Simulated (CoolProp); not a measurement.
R113 at 293.15 K and 5.42 MPa is throttled through a valve to 2.24 MPa with no heat exchange. Each further row changes one setting.

Values from CoolProp's reference Helmholtz-energy equation of state, Marx 1992.

| case | temperature change (K) | final density (kg/m³) |
|---|---|---|
| as stated | ___ | 1580 |
| outlet pressure 0.672 MPa | +1.9 | ___ |
| outlet pressure 2.91 MPa | ___ | 1580 |

Fill in the missing entries.


- as stated, temperature change (K): +1.3
- outlet pressure 0.672 MPa, final density (kg/m³): 1570
- outlet pressure 2.91 MPa, temperature change (K): +1.0
